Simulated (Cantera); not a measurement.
Mixture: H2 : O2 : N2 = 1 : 0.333 : 1.25 (molar parts), at 5.00 bar, adiabatic and at constant volume. Ignition delay is the time to a rise of 400 K.

Model: the H2/O2 subset of GRI-Mech 3.0, which has no nitrogen chemistry, integrated in Cantera. The hydrogen kinetics of GRI-Mech 3.0 are dated; newer H2 mechanisms differ, most at raised pressure.

### Question
What does this change do: 0.036 parts H2O added?

### Answer
```json
[
 {"quantity": "delay at 1000 K", "before": "8.63 ms", "after": "9.27 ms"},
 {"quantity": "delay at 1200 K", "before": "16.5 µs", "after": "20.1 µs"},
 {"quantity": "delay at 1400 K", "before": "3.99 µs", "after": "4.13 µs"},
 {"quantity": "delay at 1600 K", "before": "2.02 µs", "after": "2.06 µs"}
]
```
